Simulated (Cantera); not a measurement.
A freely propagating, adiabatic, planar premixed flame of CH4 : C2H6 : O2 : N2 = 1 : 0.6 : 5.77 : 27.7 (molar parts), unburnt at 575 K and 0.987 atm; mixture-averaged transport, grid criteria slope 0.08 and curve 0.16, no radiation.

Detailed kinetics in Cantera: GRI-Mech 3.0 (53 species, 325 reactions). Burning velocities carry a grid error of a few per cent, more on coarse grids.

x: mole fraction of selected species; z is measured from the peak of heat release.

```tsv
z (mm)	T (K)	u (m/s)	x CH4	x C2H6	x O2	x O	x C2H	x CO
-1.65	576	0.533	0.0285	0.0171	0.164	<1e-8	<1e-8	1.10e-5
-1.10	580	0.537	0.0283	0.0171	0.164	<1e-8	<1e-8	?
-0.823	593	0.550	0.0279	0.0170	0.163	<1e-8	<1e-8	0.000392
-0.548	652	0.607	0.0263	0.0163	0.158	<1e-8	<1e-8	0.00184
-0.274	922	0.867	0.0192	0.0115	0.134	9.24e-7	<1e-8	0.00951
-0.137	1208	1.14	0.0116	0.00496	0.108	2.49e-5	<1e-8	0.0188
0	1499	1.43	?	?	?	?	?	?
0.137	1623	1.54	0.000242	6.63e-7	0.0601	0.00221	1.08e-8	0.0222
0.274	1674	1.58	9.47e-6	<1e-8	0.0545	0.00275	<1e-8	0.0150
0.548	1736	1.63	2.42e-8	<1e-8	0.0506	0.00239	<1e-8	0.00799
1.10	1798	1.69	<1e-8	<1e-8	0.0484	0.00148	<1e-8	0.00388
2.19	1841	1.72	<1e-8	<1e-8	0.0473	0.000660	<1e-8	0.00178
4.39	1862	1.74	<1e-8	<1e-8	0.0469	0.000240	<1e-8	0.000676
```

Problem. Some entries are withheld; supply them.

Solution. 
- -1.10, x CO: 0.000108
- 0, x CH4: 0.00324
- 0, x C2H6: 0.000312
- 0, x O2: 0.0766
- 0, x O: 0.000544
- 0, x C2H: 3.10e-8
- 0, x CO: 0.0269
